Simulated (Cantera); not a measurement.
Cantera run, input and output.

```python
import numpy as np
import cantera as ct

gas = ct.Solution("h2o2.yaml")
gas.TPX = 1423, 2800, {'H2': 0.067, 'O2': 1}
inlet = ct.Reservoir(gas, clone=True)

reactor = ct.IdealGasConstPressureReactor(gas, energy="off", clone=False)
exhaust = ct.Reservoir(gas, clone=True)
tau = [2.1, 0.8, 0.3, 0.11, 0.043, 0.016, 0.0062, 0.0023][0]
for a, b in ((inlet, reactor), (reactor, exhaust)):
    ct.MassFlowController(a, b, mdot=lambda t: reactor.mass / tau)
net = ct.ReactorNet([reactor])
show = ['H2', 'O2', 'H', 'H2O2', 'OH', 'O']

rows = []
print(f"{'tau/s':>10s}{'T/K':>9s}" + "".join(f"{s:>11s}" for s in show))
for tau in [2.1, 0.8, 0.3, 0.11, 0.043, 0.016, 0.0062, 0.0023]:
    net.initial_time = 0.0
    net.advance(30 * tau)
    before = gas.X
    net.advance(40 * tau)
    drift = np.max(np.abs(gas.X - before) / (gas.X + 1e-9))
    rows.append([gas.T, *gas[show].X, drift])
    print(f"{tau:10.3e}{gas.T:9.1f}" + "".join(f"{x:11.3e}" for x in gas[show].X))
```

It prints:

```
     tau/s      T/K         H2         O2          H       H2O2         OH          O
 2.100e+00   1423.0  6.476e-05  9.330e-01  5.109e-05  3.455e-08  1.496e-03  1.452e-03
 8.000e-01   1423.0  1.192e-04  9.315e-01  1.319e-04  4.752e-08  2.048e-03  2.732e-03
 3.000e-01   1423.0  2.181e-04  9.287e-01  3.368e-04  6.359e-08  2.792e-03  5.102e-03
 1.100e-01   1423.0  3.940e-04  9.239e-01  8.360e-04  8.216e-08  3.765e-03  9.342e-03
 4.300e-02   1423.0  6.592e-04  9.170e-01  1.803e-03  9.958e-08  4.837e-03  1.555e-02
 1.600e-02   1423.0  1.072e-03  9.075e-01  3.508e-03  1.153e-07  6.008e-03  2.404e-02
 6.200e-03   1423.0  1.649e-03  8.985e-01  5.510e-03  1.274e-07  7.015e-03  3.184e-02
 2.300e-03   1423.0  2.695e-03  8.927e-01  7.348e-03  1.414e-07  7.967e-03  3.660e-02
```

Model: the H2/O2 subset of GRI-Mech 3.0, which has no nitrogen chemistry, integrated in Cantera. Radical loss at walls, strong at low pressure, is not modelled. The temperature is held fixed by assumption; the heat of reaction is taken as removed at once.
